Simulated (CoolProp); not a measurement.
R124 along the isotherm -4.35 °C: fugacity coefficient from the reference equation and from simpler models built on Tc = 122.3 °C, pc = 3.624 MPa, ω = 0.288; each cubic takes its own stable root.

The numbers come from the reference Helmholtz-energy equation of state, de Vries 1995 in CoolProp.

```csv
p (MPa),phase,reference,van der Waals,Peng-Robinson
0.0172,gas,0.9937,0.9965,0.9944
0.0306,gas,0.9889,0.9938,0.9901
0.0544,gas,0.9802,0.9891,0.9825
0.0967,gas,0.9648,0.9806,0.9689
0.172,liquid,0.7626,0.9654,0.7661
0.306,liquid,0.4311,0.9385,0.4330
0.544,liquid,0.2449,0.8905,0.2459
0.967,liquid,0.1403,0.5782,0.1407
1.72,liquid,0.08139,0.3425,0.08157
3.06,liquid,0.04839,0.2111,0.04840
5.44,liquid,0.03006,0.1394,0.02995
```

At some of these states van der Waals gives the other phase, because its saturation line lies elsewhere.
